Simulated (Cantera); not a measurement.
What does this Cantera script print?

```python
import numpy as np
import cantera as ct

gas_names = [...]  # 113 gases of nasa_gas.yaml made of C, Cu, H, O
cond_names = """
    C(gr) C6H6(L) C7H8(L) C8H18(L),n-octa Cu(cr) Cu(L) CuO(s) CuO2H2(s) Cu2O(s) Cu2O(L) H2O(s) H2O(L)
""".split()


# ... load() reads the species with a 1 bar reference pressure and builds the phases ...
atoms = {
    'Cu2O': {'Cu': 2, 'O': 1},
    'C': {'C': 1},
    'H2': {'H': 2},
    'CH4': {'C': 1, 'H': 4},
}
top_T = {'C(gr)': 4500, 'CuO(s)': 1390}  # K; cautious upper limits of use, not melting points


# ... equilibrate(T, P, feed) seeds the gas with the atoms and calls Mixture.equilibrate('TP', solver="vcs", rtol=1e-11, max_steps=5000) ...
results = []
feed = {'Cu2O': 1, 'C': 1.8, 'H2': 9.8, 'CH4': 0.3}  # mol
T = 2500  # K
P = 12  # Pa
mix = equilibrate(T, P, feed)
results.append((T, P, feed, dict(zip(mix.species_names, mix.species_moles))))
print(gas.report(threshold=1e-06))
for i in range(1, mix.n_phases):
    print(f"{mix.phase(i).name:16s} {mix.phase_moles(i):12.5e} mol")
```

It prints:

```
       temperature   2500 K
          pressure   12 Pa
           density   4.8292e-06 kg/m^3
  mean mol. weight   8.365 kg/kmol
   phase of matter   gas

                          1 kg             1 kmol
                     ---------------   ---------------
          enthalpy         2.926e+07        2.4476e+08  J
   internal energy        2.6775e+07        2.2397e+08  J
           entropy             30618        2.5612e+05  J/K
    Gibbs function       -4.7284e+07       -3.9553e+08  J
 heat capacity c_p            2820.8             23596  J/K
 heat capacity c_v            1826.8             15281  J/K

                      mass frac. Y      mole frac. X     chem. pot. / RT
                     ---------------   ---------------   ---------------
                 C         0.0019914         0.0013869            -3.263
                CH        9.3186e-06        5.9874e-06           -19.006
                CO           0.15494          0.046273           -45.905
                C2          0.001096        0.00038165            -6.526
               C2H         0.0017374        0.00058064           -22.269
    C2H2,acetylene         0.0035714         0.0011473           -38.012
                C3          0.017843         0.0041422            -9.789
                C4        1.4762e-05        2.5703e-06           -13.052
              C4H2        3.0677e-05        5.1261e-06           -44.538
                C5        8.8509e-05        1.2328e-05           -16.315
                Cu           0.70304          0.092545           -18.294
                 H           0.09007           0.74745           -15.743
                H2          0.025561           0.10606           -31.486
     [ +100 minor]        5.1393e-06        1.4252e-06

C(gr)             7.08117e-01 mol
Cu(L)             0.00000e+00 mol
Cu2O(L)           0.00000e+00 mol
```

These are equilibrium values from Cantera (NASA tables, ideal gas, pure condensed phases), not measurements of a reactor.
